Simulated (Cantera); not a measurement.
Charge: 1 mol Nb2O5, a varied amount of H2, at 1200 Torr.

Cantera equilibrium calculation (NASA polynomials, part measured and part estimated; ideal gas, pure solids and liquids). Candidate condensed phases: H2O, Nb, NbO, NbO2, Nb2O5; 12 gas species. Mutual solubility and eutectic melting of coexisting phases are not modelled. NbO: taken at fixed stoichiometry. Condensed phases not in the tables: the oxides between NbO2 and Nb2O5, N, O or C dissolved in the metal. Kinetics and transport are ignored.

Stable condensed phases, one row left out:

```
T in K \ n(H2) in mol
           57  110  200  380  700 1300 2500
   2000     A    B    B    C    C    C    D
   1925     A    B    B    C    C    C    C
   1850     A    A    B    B    C    C    C
   1775     A    A    B    B    C    C    C
   1700     A    A    A    B    B    C    C
   1625     A    A    A    B    B    C    C
   1550     A    A    A    A    B    B    C
   1475     A    A    A    A    A    B    C
   1325     A    A    A    A    A    A    B
   1250     A    A    A    A    A    A    A
   1175     A    A    A    A    A    A    A
   1100     E    A    A    A    A    A    A
```

A: NbO2; B: NbO + NbO2; C: NbO; D: Nb + NbO; E: NbO2 + Nb2O5.

Question: Give the row for 1400 K.

Answer: 57: NbO2; 110: NbO2; 200: NbO2; 380: NbO2; 700: NbO2; 1300: NbO + NbO2; 2500: NbO + NbO2.
